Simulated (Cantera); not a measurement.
**Equilibrium for metals in furnace atmospheres: Fe + H2O + H2 + CO**

Feed: 1 mol Fe, 0.022 mol H2O, 3.9 mol H2, 1 mol CO, held at 133 Pa.

Equilibrium computed with Cantera from the NASA thermochemical tables; the gas is ideal and each condensed phase is pure. Candidate condensed phases: C, C6H6, C7H8, C8H18, Fe, Fe(CO)5, FeO, Fe(OH)2, Fe(OH)3, Fe2O3, Fe3O4, H2O; 114 gas species. Condensed phases not in the tables: cementite and carbon dissolved in iron. Kinetics and transport are ignored.

At 773 K the condensed part is C(graphite) + Fe(α). From 923 K to 1073 K the condensed part is Fe(α). From 1223 K to 1523 K the condensed part is Fe(γ). At 1673 K the condensed part is Fe(δ). At 1823 K the condensed part is Fe(l). At 1973 K nothing is condensed.

| T (K) | x H2 | x CO | x Fe | x H | x CO2 | x H2O | x CH4 | x FeO | n C(graphite) | n Fe(α) | n Fe(γ) | n Fe(δ) | n Fe(l) |
|---|---|---|---|---|---|---|---|---|---|---|---|---|---|
| 773 | 0.798 | 0.181 | <1e-12 | 2.22e-11 | 0.0106 | 0.00916 | 0.00180 | <1e-12 | 0.0651 | 1.00 | 0 | 0 | 0 |
| 923 | 0.794 | 0.202 | <1e-12 | 5.97e-9 | 0.00153 | 0.00296 | 2.18e-5 | <1e-12 | 0 | 1.00 | 0 | 0 | 0 |
| 1073 | 0.793 | 0.202 | 3.11e-10 | 3.42e-7 | 0.000967 | 0.00350 | 3.06e-7 | <1e-12 | 0 | 1.00 | 0 | 0 | 0 |
| 1223 | 0.793 | 0.203 | 7.93e-8 | 7.33e-6 | 0.000665 | 0.00380 | 1.26e-8 | <1e-12 | 0 | 0 | 1.00 | 0 | 0 |
| 1373 | 0.793 | 0.203 | 5.85e-6 | 8.12e-5 | 0.000494 | 0.00398 | 1.06e-9 | 6.44e-11 | 0 | 0 | 1.000 | 0 | 0 |
| 1523 | 0.792 | 0.203 | 0.000182 | 0.000563 | 0.000389 | 0.00408 | 1.47e-10 | 4.12e-9 | 0 | 0 | 0.999 | 0 | 0 |
| 1673 | 0.788 | 0.202 | 0.00301 | 0.00277 | 0.000320 | 0.00413 | 2.90e-11 | 1.23e-7 | 0 | 0 | 0 | 0.985 | 0 |
| 1823 | 0.759 | 0.196 | 0.0305 | 0.0103 | 0.000266 | 0.00404 | 6.85e-12 | 2.03e-6 | 0 | 0 | 0 | 0 | 0.844 |
| 1973 | 0.634 | 0.166 | 0.166 | 0.0294 | 0.000200 | 0.00343 | 1.31e-12 | 1.68e-5 | 0 | 0 | 0 | 0 | 0 |
x: gas mole fraction; n: condensed amount in mol.
